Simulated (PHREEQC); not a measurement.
Alkaline etch or developer (model solution)

Consider water at 25 °C with 0.016 mol/kgw NH3 and 0.00029 mol/kgw Na2SiO3. Closed to the air; pH follows from the charge balance.

Computed with PHREEQC (ion-association model, phreeqc.dat).

```json
{
  "pH": "10.84",
  "ionic_strength": "0.000992 mol/kgw",
  "total_alkalinity": "16.6 meq/kg"
}
```

```csv
species,molality,activity,log γ
NH3,0.0156,0.0156,0.000
OH-,0.000724,0.000699,-0.016
Na+,0.000580,0.000560,-0.015
NH4+,0.000411,0.000396,-0.016
H3SiO4-,0.000264,0.000254,-0.015
H4SiO4,2.50e-5,2.50e-5,0.000
```

No solid was allowed to form. Species that the database lacks are ignored.
